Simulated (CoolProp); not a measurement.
Model: reference Helmholtz-energy equation of state, Akasaka 2015, in CoolProp.

**Question.** Give the vapour pressure (MPa), liquid cp (kJ/(kg K)), vapour Z, liquid viscosity (µPa s) of saturated R245fa at -64.35 °C.

**Answer.** 
```csv
T (°C),p (MPa),liquid cp (kJ/(kg K)),vapour Z,liquid viscosity (µPa s)
-64.35,0.000907,1.16,0.999,1490
```

Viscosity comes from a separate model (Bell 2016), an estimate that may be off by 10 % or more.
